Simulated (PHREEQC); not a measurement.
1 kg of water holding 6.8 mmol/kgw NaCl and 130 mmol/kgw K2SO4 is evaporated at 75 °C; the solids stay in contact with the brine. No CO2 enters from the air. Only these solids could form: Arcanite, Glaserite, Halite, Mirabilite, Misenite, Sylvite, Thenardite.

The series has 28 steps of water left (kg), from 1 to 0.005012.

The numbers come from PHREEQC with the Pitzer model, pitzer.dat.

Question: Which solids form, in which order, and at which step of the series does each first stand?

Answer: Arcanite from water left = 0.1156 kg.

Away from 25 °C the constants follow the database's enthalpies or fits; those with neither stay at their 25 °C values.
